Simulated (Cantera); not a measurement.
Charge: 1 mol Si₂H₆, 0.81 mol O₃, 2.3 mol N₂, equilibrated at 0.133 bar.

Method: chemical equilibrium by Gibbs-energy minimisation in Cantera with the NASA 1993 tables (ideal gas, pure condensed phases). Candidate condensed phases: H₂O, Si, SiO₂, Si₂N₂O, Si₃N₄; 35 gas species. The feed counts by its element totals alone. N₂ is the only nitrogen source here; it is nearly inert below about 1500 K, so the nitride shown seldom forms there in practice. Mutual solubility and eutectic melting of coexisting phases are not modelled. The tables hold silica as quartz up to 1696 K and as liquid above; real silica turns to tridymite and cristobalite and melts near 1996 K. Kinetics and transport are ignored.

x: gas mole fraction; n: condensed amount in mol.

```csv
T (K),x H₂,x N₂,x H₂O,x NH₃,x H,n SiO₂(α-quartz),n Si₂N₂O(s),n SiO₂(β-quartz)
800,0.628,0.372,9.50e-6,0.000121,6.29e-12,0.953,0.523,0
900,0.628,0.372,___,___,___,0,0.523,0.953
1000,0.628,0.372,3.45e-5,2.36e-5,4.93e-9,0,0.523,0.953
1100,0.628,0.372,5.45e-5,1.29e-5,5.61e-8,0,0.523,0.953
1200,0.628,0.372,7.93e-5,7.73e-6,4.28e-7,0,0.523,0.953
1300,0.628,0.372,___,___,___,0,0.524,0.953
1400,0.628,0.372,0.000141,3.46e-6,1.06e-5,0,0.524,0.953
```

Problem. Complete the blanks.

Solution. 
- 1300, x H₂O: 0.000108
- 1300, x NH₃: 5.02e-6
- 1300, x H: 2.40e-6
- 900, x H₂O: 1.96e-5
- 900, x NH₃: 4.90e-5
- 900, x H: 2.54e-10
